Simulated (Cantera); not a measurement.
Hydrocarbon pyrolysis for carbon deposition

An isothermal, constant-pressure homogeneous reactor starts with C2H6 : N2 = 1 : 20 (molar parts), at 1598 K and 13300 Pa.

Detailed kinetics in Cantera: GRI-Mech 3.0 (53 species, 325 reactions). GRI-Mech 3.0 stops at C3 and has no aromatics, soot or wall deposition, so with more carbon than oxygen in the feed, carbon stays in small species such as C2H2 where larger ones or solid carbon would form.

```
t (s)      x C2H6     x CH4    x C2H4    x CH2   x C2H2
--------  -------  --------  --------  -------  -------
0.000300   0.0167   0.00701    0.0197  1.23e-5  0.00284
0.000895  0.00143    0.0135    0.0197  4.61e-6   0.0162
0.00267   6.98e-5    0.0137   0.00934  5.23e-7   0.0280
0.00797   1.15e-5    0.0135   0.00365  9.27e-8   0.0337
0.0238    4.95e-6    0.0132  0.000760  4.08e-8   0.0367
0.0709    4.29e-6    0.0125  0.000116  3.78e-8   0.0376
0.212     3.28e-6    0.0108   9.43e-5  3.40e-8   0.0384
0.631     1.69e-6   0.00751   7.20e-5  2.59e-8   0.0399
1.88      4.52e-7   0.00371   5.78e-5  1.48e-8   0.0417
5.62      6.73e-8   0.00137   5.54e-5  6.12e-9   0.0428
16.8      9.48e-9  0.000484   5.59e-5  2.26e-9   0.0432
50.0      3.16e-9  0.000245   5.61e-5  1.15e-9   0.0433
```
x: mole fraction; the columns are a selection and need not sum to one.

Equilibrium at this temperature and pressure: C2H6 9.12e-10, CH4 0.000127, C2H4 1.84e-5, CH2 5.98e-10, C2H2 0.0142 (gas phase only).
